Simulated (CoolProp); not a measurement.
Octamethylcyclotetrasiloxane (D4) along the isobar 1.38 MPa: Z from the reference equation and from simpler models built on Tc = 313.4 °C, pc = 1.347 MPa, ω = 0.598; each cubic takes its own stable root.

The numbers come from the reference Helmholtz-energy equation of state, Thol 2015 in CoolProp.

| T (°C) | phase | reference | van der Waals | Redlich-Kwong | Soave-Redlich-Kwong | Peng-Robinson |
|---|---|---|---|---|---|---|
| 173.85 | liquid | 0.1422 | 0.2397 | 0.1697 | 0.1557 | 0.1379 |
| 192.55 | liquid | 0.1412 | 0.2370 | 0.1693 | 0.1550 | 0.1371 |
| 211.25 | liquid | 0.1408 | 0.2356 | 0.1701 | 0.1554 | 0.1375 |
| 229.95 | liquid | 0.1414 | 0.2357 | 0.1723 | 0.1574 | 0.1392 |
| 248.65 | liquid | 0.1430 | 0.2377 | 0.1765 | 0.1613 | 0.1428 |
| 267.35 | liquid | 0.1465 | 0.2427 | 0.1837 | 0.1686 | 0.1494 |
| 286.05 | liquid | 0.1532 | 0.2528 | 0.1965 | 0.1820 | 0.1619 |
| 304.75 | liquid | 0.1700 | 0.2769 | 0.2253 | 0.2138 | 0.1920 |
| 323.45 | supercritical | 0.4933 | 0.5051 | 0.4891 | 0.5225 | 0.4935 |
| 342.15 | supercritical | 0.6151 | 0.6022 | 0.5933 | 0.6379 | 0.6085 |
